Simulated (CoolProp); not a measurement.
50 sccm (0 °C, 1 atm) of nitrogen bubbles through liquid n-perfluorohexane at 309.5 K and leaves saturated at a total pressure of 0.15 MPa (ideal gas phase). Each further row changes one setting.

Computed with CoolProp (reference Helmholtz-energy equation of state, Gao 2022).

```tsv
case	vapour pressure (kPa)	mole fraction of vapour	delivery (mg/min)	delivery (sccm)	change of delivery for a bath 1 K warmer (%)
as stated	47.2	…	347	…	6.0
bath temperature 314.5 K	57.4	…	468	…	6.4
total pressure 0.3 MPa	47.2	…	141	9.35	4.8
```

Problem. Some entries are withheld; supply them.

Solution. 
- as stated, mole fraction of vapour: 0.315
- as stated, delivery (sccm): 23.0
- bath temperature 314.5 K, mole fraction of vapour: 0.383
- bath temperature 314.5 K, delivery (sccm): 31.0
- total pressure 0.3 MPa, mole fraction of vapour: 0.157
